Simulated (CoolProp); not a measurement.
Values from CoolProp's reference Helmholtz-energy equation of state, Beckmüller 2019.

Q: For n-octane, give the phase and the density (kg/m³), cp (kJ/(kg K)), isothermal compressibility (1/MPa), viscosity (µPa s) at 334.8 K and 3.55 MPa; 334.8 K and 10.6 MPa.

A: 
- 334.8 K and 3.55 MPa: liquid; density 672, cp 2.36, isothermal compressibility 0.00165, viscosity 358
- 334.8 K and 10.6 MPa: liquid; density 680, cp 2.35, isothermal compressibility 0.00147, viscosity 385

Viscosity comes from a separate model (Huber 2004).
